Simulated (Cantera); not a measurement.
Input (Python, Cantera) and output of one run.

```python
import numpy as np
import cantera as ct

gas_names = [...]  # 110 gases of nasa_gas.yaml made of C, H, O
cond_names = """
    C(gr) C6H6(L) C7H8(L) C8H18(L),n-octa H2O(s) H2O(L)
""".split()


# ... load() reads the species with a 1 bar reference pressure and builds the phases ...
atoms = {
    'C3H6': {'C': 3, 'H': 6},
    'H2O': {'H': 2, 'O': 1},
    'H2': {'H': 2},
}
top_T = {'C(gr)': 4500}  # K; cautious upper limits of use, not melting points


# ... equilibrate(T, P, feed) seeds the gas with the atoms and calls Mixture.equilibrate('TP', solver="gibbs", rtol=1e-10, max_steps=50000) ...
results = []
T = 698  # K
P = 7400  # Pa
for m in [0.025, 0.037, 0.056, 0.084, 0.13, 0.19, 0.28, 0.43, 0.64, 0.96, 1.4, 2.2, 3.2]:
    feed = {'C3H6': 1, 'H2O': m, 'H2': 2.2}  # mol
    mix = equilibrate(T, P, feed)
    results.append((T, P, feed, dict(zip(mix.species_names, mix.species_moles))))

top = {s: max(r[3][s] / sum(r[3][g] for g in gas_names) for r in results) for s in gas_names}
cols = sorted((s for s in top if top[s] > 1e-05), key=lambda s: -top[s])[:8]
seen = [c for c in cond_names if any(r[3].get(c, 0) > 1e-12 for r in results)]
print("log10 of partial pressures in bar; condensed amounts in mol")
print(f"{'n(H2O)':>10s}" + "".join(f"{s[:9]:>10s}" for s in cols + seen))
for T, P, feed, n in results:
    ng = sum(n[g] for g in gas_names)
    print(f"{feed['H2O']:10.4g}" + "".join(f"{np.log10(max(n[s] / ng * P / 1e5, 1e-99)):10.3f}" for s in cols)
          + "".join(f"{n.get(c, 0):10.4g}" for c in seen))
```

Output:

```
log10 of partial pressures in bar; condensed amounts in mol
    n(H2O)        H2       CH4       H2O       CO2        CO     C(gr)
     0.025    -1.295    -1.642    -3.356    -5.800    -4.721     1.767
     0.037    -1.296    -1.644    -3.188    -5.464    -4.553     1.768
     0.056    -1.297    -1.647    -3.013    -5.110    -4.376     1.769
     0.084    -1.300    -1.651    -2.844    -4.767    -4.205      1.77
      0.13    -1.303    -1.659    -2.665    -4.402    -4.022     1.771
      0.19    -1.308    -1.668    -2.514    -4.091    -3.867     1.772
      0.28    -1.314    -1.681    -2.366    -3.782    -3.712      1.77
      0.43    -1.325    -1.702    -2.212    -3.454    -3.548     1.761
      0.64    -1.338    -1.728    -2.082    -3.166    -3.404     1.739
      0.96    -1.356    -1.763    -1.964    -2.896    -3.269     1.688
       1.4    -1.376    -1.805    -1.872    -2.669    -3.156     1.593
       2.2    -1.406    -1.864    -1.784    -2.435    -3.039     1.373
       3.2    -1.433    -1.918    -1.731    -2.274    -2.958     1.049
```

Method: chemical equilibrium by Gibbs-energy minimisation in Cantera with the NASA 1993 tables (ideal gas, pure condensed phases).
